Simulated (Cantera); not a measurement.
Mixture: CH₄ : O₂ : N₂ : H₂O = 1 : 0.952 : 3.58 : 0.12 (molar parts), equivalence ratio 2.1, at 37.0 bar, adiabatic and at constant volume. Ignition delay is the time to a rise of 400 K.

Computed with Cantera and GRI-Mech 3.0 (53 species, 325 reactions). The pressure lies above the range GRI-Mech 3.0 was tuned for (to about 10 atm).

Q: Predict: delay at 1223 K; delay at 1323 K; delay at 1423 K; delay at 1523 K; delay at 1623 K; delay at 1723 K; delay at 1823 K; apparent activation energy between 1623 and 1823 K.

A: 
```json
{
 "delay at 1223 K": "1.09 ms",
 "delay at 1323 K": "0.372 ms",
 "delay at 1423 K": "0.142 ms",
 "delay at 1523 K": "58.2 µs",
 "delay at 1623 K": "25.0 µs",
 "delay at 1723 K": "11.2 µs",
 "delay at 1823 K": "5.31 µs",
 "apparent activation energy between 1623 and 1823 K": "190 kJ/mol"
}
```
